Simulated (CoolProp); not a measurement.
A single-stage vapour-compression cycle with the fluid: evaporating at 221.15 K (dew point), condensing at 282.15 K (bubble point), superheat 8 K, subcooling 8 K, compressor efficiency 0.9, no pressure losses. The same conditions are run with several fluids, on thermodynamics alone (safety and materials aside).

The numbers come from the reference Helmholtz-energy equation of state of each fluid (isobutane: Bücker 2006; R13: Platzer 1990; R115: Lemmon 2016; isobutene: Lemmon 2005; ammonia: Gao 2020; CH2F2 (R32): Tillner-Roth 1997) in CoolProp. The equations of Platzer and Polt are older, rougher fits.

```json
[
 {"fluid": "isobutane", "cooling COP": "2.72", "pressure ratio": "14.2", "discharge temperature (K)": "304.5", "refrigerating effect (kJ/kg)": "294", "volumetric capacity (kJ/m³)": "136"},
 {"fluid": "R13", "cooling COP": "2.23", "pressure ratio": "6.35", "discharge temperature (K)": "312.9", "refrigerating effect (kJ/kg)": "82.1", "volumetric capacity (kJ/m³)": "1920"},
 {"fluid": "R115", "cooling COP": "2.50", "pressure ratio": "10.5", "discharge temperature (K)": "289.1", "refrigerating effect (kJ/kg)": "83.9", "volumetric capacity (kJ/m³)": "384"},
 {"fluid": "isobutene", "cooling COP": "2.75", "pressure ratio": "16.0", "discharge temperature (K)": "313.6", "refrigerating effect (kJ/kg)": "328", "volumetric capacity (kJ/m³)": "111"},
 {"fluid": "ammonia", "cooling COP": "2.48", "pressure ratio": "16.4", "discharge temperature (K)": "454.3", "refrigerating effect (kJ/kg)": "1200", "volumetric capacity (kJ/m³)": "393"},
 {"fluid": "CH2F2 (R32)", "cooling COP": "2.54", "pressure ratio": "10.8", "discharge temperature (K)": "379.2", "refrigerating effect (kJ/kg)": "301", "volumetric capacity (kJ/m³)": "849"}
]
```
